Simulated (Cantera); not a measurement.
A closed system holds: 1 mol SiHCl₃, 51 mol N₂, 5.9 mol H₂, at 2050 K and 133 Pa.

Equilibrium computed with Cantera from the NASA thermochemical tables; the gas is ideal and each condensed phase is pure. Candidate condensed phases: NH₄Cl, Si, Si₃N₄; 28 gas species. The tables' values for SiCl, SiN are old estimates; treat these amounts as uncertain. Equilibrium is a limit: real reactors are often held back by kinetics, nucleation or transport.

Base state: N₂ 0.847, H₂ 0.0809, HCl 0.0329, H 0.0177, Si 0.0101, Cl 0.00532, SiCl₂ 0.00527, SiCl 0.00100 (mole fractions); condensed: gas only.

**Question.** What changes in the equilibrium state with this change: H₂ from 5.9 to 17 mol?

**Answer.** 
```json
[
 {"species": "N₂", "before": "0.847", "after": "0.709"},
 {"species": "H₂", "before": "0.0809", "after": "0.212"},
 {"species": "HCl", "before": "0.0329", "after": "0.0333"},
 {"species": "H", "before": "0.0177", "after": "0.0286"},
 {"species": "Si", "before": "0.0101", "after": "0.0108"},
 {"species": "SiCl₂", "before": "0.00527", "after": "0.00219"},
 {"species": "SiH", "before": "6.35e-5", "after": "0.000109"},
 {"species": "Cl", "before": "0.00532", "after": "0.00333"},
 {"species": "SiCl", "before": "0.00100", "after": "0.000667"}
]
```

**Question.** What changes in the equilibrium state with this change: temperature from 2050 K to 1898.15 K?

**Answer.** 
```csv
species,before,after
N₂,0.847,0.858
H₂,0.0809,0.0912
HCl,0.0329,0.0264
H,0.0177,0.00647
Si,0.0101,0.00487
SiCl₂,0.00527,0.0109
Cl,0.00532,0.00141
SiCl₃,4.31e-6,1.17e-5
Si₂N,1.72e-5,4.24e-5
SiN,7.86e-5,5.54e-5
```
The tables' values for SiCl, SiN, SiCl₃ are old estimates; treat these amounts as uncertain.
